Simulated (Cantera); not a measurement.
Feed: 1 mol Fe2O3, 540 mol H2, equilibrated at 10.0 mbar.

Equilibrium computed with Cantera from the NASA thermochemical tables; the gas is ideal and each condensed phase is pure. Candidate condensed phases: Fe, FeO, Fe(OH)2, Fe(OH)3, Fe2O3, Fe3O4, H2O; 12 gas species. Kinetics and transport are ignored.

Task: Which condensed phases are stable at each of these points (T (K)): 1650, 1675, 1700, 1725, 1750, 1775, 1800, 1825, 1850, 1875?

Result: 
```
T (K)  condensed phases  Fe condensed (%)
-----  ----------------  ----------------
1650              Fe(γ)              92.7
1675              Fe(δ)              88.8
1700              Fe(δ)              83.0
1725              Fe(δ)              74.5
1750              Fe(δ)              62.3
1775              Fe(δ)              44.8
1800              Fe(δ)              20.1
1825           gas only               0.0
1850           gas only               0.0
1875           gas only               0.0
```

At 1650 K the condensed part is Fe(γ). From 1675 K to 1800 K the condensed part is Fe(δ). From 1825 K to 1875 K nothing is condensed.
